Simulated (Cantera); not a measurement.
Input: 1 mol SiCl₄, 1.3 mol HCl, 13 mol H₂, held at 1377 °C and 0.880 bar.

These are equilibrium values from Cantera (NASA tables, ideal gas, pure condensed phases), not measurements of a reactor. Candidate condensed phases: Si; 19 gas species. The tables' values for SiCl₃ are old estimates; treat these amounts as uncertain. Kinetics and transport are ignored.

Base state: H₂ 0.754, HCl 0.184, SiCl₂ 0.0452, SiCl₃ 0.00935, SiCl₄ 0.00425, SiHCl₃ 0.00292, SiH₂Cl₂ 0.000342, H 8.41e-5 (mole fractions); condensed: gas only.

Q: What changes in the equilibrium state with this change: pressure from 0.880 bar to 1.60 bar?

A: 
| species | before | after |
|---|---|---|
| H₂ | 0.754 | 0.760 |
| HCl | 0.184 | 0.178 |
| SiCl₂ | 0.0452 | 0.0401 |
| SiCl₃ | 0.00935 | 0.0108 |
| SiH₃Cl | 1.21e-5 | 2.05e-5 |
| SiH₂Cl₂ | 0.000342 | 0.000557 |
| SiHCl₃ | 0.00292 | 0.00455 |
| SiCl₄ | 0.00425 | 0.00634 |
| Cl | 1.61e-5 | 1.15e-5 |

Q: What changes in the equilibrium state with this change: pressure from 0.880 bar to 12.0 bar?

A: 
```csv
species,before,after
H₂,0.754,0.784
HCl,0.184,0.152
SiCl₂,0.0452,0.0193
SiHCl₃,0.00292,0.0140
SiCl₄,0.00425,0.0162
SiCl₃,0.00935,0.0119
SiH₃Cl,1.21e-5,9.26e-5
SiH₂Cl₂,0.000342,0.00208
Cl,1.61e-5,3.53e-6
```

Q: What changes in the equilibrium state with this change: pressure from 0.880 bar to 11.0 bar?

A: 
```csv
species,before,after
H₂,0.754,0.783
HCl,0.184,0.153
SiCl₂,0.0452,0.0202
SiHCl₃,0.00292,0.0135
SiCl₄,0.00425,0.0158
SiCl₃,0.00935,0.0120
SiH₃Cl,1.21e-5,8.79e-5
SiH₂Cl₂,0.000342,0.00199
Cl,1.61e-5,3.71e-6
H,8.41e-5,2.42e-5
```
